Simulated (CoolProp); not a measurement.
Vapour-liquid equilibrium of n-heptane (1) + n-dodecane (2) at 220.55 °C; x and y are mole fractions of (1).

Model: multi-fluid Helmholtz-energy mixture model, Span 2003 and Lemmon 2004; pair parameters Bell 2016, in CoolProp.

```json
[
 {"x": "0.05", "bubble pressure (MPa)": "0.1572", "y at the bubble point": "0.302", "dew pressure at overall composition x (MPa)": "0.1176", "liquid density (mol/L)": "3.520"},
 {"x": "0.125", "bubble pressure (MPa)": "0.2297", "y at the bubble point": "0.541", "dew pressure at overall composition x (MPa)": "0.1272", "liquid density (mol/L)": "3.607"},
 {"x": "0.2", "bubble pressure (MPa)": "0.3072", "y at the bubble point": "0.673", "dew pressure at overall composition x (MPa)": "0.1384", "liquid density (mol/L)": "3.696"},
 {"x": "0.275", "bubble pressure (MPa)": "0.3888", "y at the bubble point": "0.755", "dew pressure at overall composition x (MPa)": "0.1518", "liquid density (mol/L)": "3.787"},
 {"x": "0.35", "bubble pressure (MPa)": "0.4741", "y at the bubble point": "0.811", "dew pressure at overall composition x (MPa)": "0.1679", "liquid density (mol/L)": "3.881"},
 {"x": "0.425", "bubble pressure (MPa)": "0.5625", "y at the bubble point": "0.852", "dew pressure at overall composition x (MPa)": "0.1878", "liquid density (mol/L)": "3.976"},
 {"x": "0.5", "bubble pressure (MPa)": "0.6539", "y at the bubble point": "0.883", "dew pressure at overall composition x (MPa)": "0.2129", "liquid density (mol/L)": "4.072"},
 {"x": "0.575", "bubble pressure (MPa)": "0.7482", "y at the bubble point": "0.908", "dew pressure at overall composition x (MPa)": "0.2457", "liquid density (mol/L)": "4.169"},
 {"x": "0.65", "bubble pressure (MPa)": "0.8456", "y at the bubble point": "0.928", "dew pressure at overall composition x (MPa)": "0.2903", "liquid density (mol/L)": "4.265"},
 {"x": "0.725", "bubble pressure (MPa)": "0.9468", "y at the bubble point": "0.946", "dew pressure at overall composition x (MPa)": "0.3543", "liquid density (mol/L)": "4.359"},
 {"x": "0.8", "bubble pressure (MPa)": "1.053", "y at the bubble point": "0.961", "dew pressure at overall composition x (MPa)": "0.4538", "liquid density (mol/L)": "4.446"},
 {"x": "0.875", "bubble pressure (MPa)": "1.165", "y at the bubble point": "0.976", "dew pressure at overall composition x (MPa)": "0.6272", "liquid density (mol/L)": "4.523"},
 {"x": "0.95", "bubble pressure (MPa)": "1.287", "y at the bubble point": "0.990", "dew pressure at overall composition x (MPa)": "0.9757", "liquid density (mol/L)": "4.581"}
]
```

No azeotrope shows between x = 0.05 and 0.95.

Pair parameters are fitted to limited data, so mixtures are less certain than the pure fluids.
